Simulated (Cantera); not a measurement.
# Low-pressure radical oxidation in H2/O2

A perfectly stirred reactor is fed with 6.37 % H₂, 37.5 % O₂, 56.2 % N₂, equivalence ratio 0.085, at 20.0 Torr; it is held at 1250 K, and followed from long to short residence time.

Model: GRI-Mech 3.0 (53 species, 325 reactions), integrated in Cantera. Radical loss at walls, strong at low pressure, is not modelled. The temperature is held fixed by assumption; the heat of reaction is taken as removed at once.

```csv
τ (s),x H₂,x O₂,x N₂O,x NO₂,x OH,x H₂O
18,3.28e-5,0.354,3.77e-8,1.62e-10,0.000384,0.0655
6.0,6.69e-5,0.353,3.30e-8,9.04e-11,0.000554,0.0654
1.9,0.000140,0.353,2.75e-8,5.90e-11,0.000813,0.0651
0.63,0.000280,0.352,2.23e-8,5.04e-11,0.00117,0.0646
0.20,0.000565,0.351,1.72e-8,4.95e-11,0.00169,0.0636
0.066,0.00108,0.348,1.31e-8,4.83e-11,0.00235,0.0618
0.021,0.00199,0.344,9.75e-9,4.06e-11,0.00317,0.0582
0.0069,0.00343,0.340,7.18e-9,2.49e-11,0.00395,0.0533
0.0023,0.00614,0.339,4.82e-9,1.01e-11,0.00471,0.0477
0.00073,0.0128,0.343,2.36e-9,2.48e-12,0.00545,0.0397
```
x: mole fraction; the columns are a selection and need not sum to one.
